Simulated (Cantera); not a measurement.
## Equilibrium for silicon carbide growth: Si(CH3)4 + C2H2 + H2

Input: 1 mol Si(CH3)4, 0.0077 mol C2H2, 190 mol H2, held at 1723.15 K and 0.100 bar.

Method: chemical equilibrium by Gibbs-energy minimisation in Cantera with the NASA 1993 tables (ideal gas, pure condensed phases). Candidate condensed phases: C, C6H6, C7H8, C8H18, Si, SiC; 87 gas species. Rates play no part.

```yaml
x(H2): 0.999
x(H): 0.000577
x(CH4): 0.000100
x(C2H2 (acetylene)): 9.06e-5
x(CH3): 1.18e-6
n(C(graphite)): 2.96 mol
n(SiC(s)): 1.000 mol
gas_amount: 196.0 mol
log10 activity of Si(l) (absent): -1.78
```
